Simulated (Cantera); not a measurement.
Cantera with NASA thermochemical tables; ideal gases at 1 bar, condensed phases pure. Values are per mole of reaction as written; species without (g) are pure solids or liquids, kept so even where they would boil at 1 bar.

5 N₂(g) + 4 Nb₂O₅ = 10 NO₂(g) + 8 Nb

| T (K) | ΔH° (kJ) | ΔS° (J/K) | ΔG° (kJ) | log10 K | condensed phases |
|---|---|---|---|---|---|
| 300 | ___ | ___ | ___ | ___ | Nb₂O₅(s), Nb(s) |
| 1998 | ___ | ___ | ___ | ___ | Nb₂O₅(l), Nb(s) |
| 2098 | 7267.2 | 703.2 | 5791.9 | -144.20 | Nb₂O₅(l), Nb(s) |
| 2198 | ___ | ___ | ___ | ___ | Nb₂O₅(l), Nb(s) |
| 2298 | 7211.1 | 677.6 | 5653.9 | -128.51 | Nb₂O₅(l), Nb(s) |
| 2398 | ___ | ___ | ___ | ___ | Nb₂O₅(l), Nb(s) |

Fill in the missing entries.


- 300, ΔH° (kJ): 7939.9
- 300, ΔS° (J/K): 1185.2
- 300, ΔG° (kJ): 7584.4
- 300, log10 K: -1320.53
- 1998, ΔH° (kJ): 7296.8
- 1998, ΔS° (J/K): 717.6
- 1998, ΔG° (kJ): 5862.9
- 1998, log10 K: -153.27
- 2198, ΔH° (kJ): 7238.7
- 2198, ΔS° (J/K): 689.9
- 2198, ΔG° (kJ): 5722.2
- 2198, log10 K: -135.98
- 2398, ΔH° (kJ): 7184.7
- 2398, ΔS° (J/K): 666.4
- 2398, ΔG° (kJ): 5586.7
- 2398, log10 K: -121.69
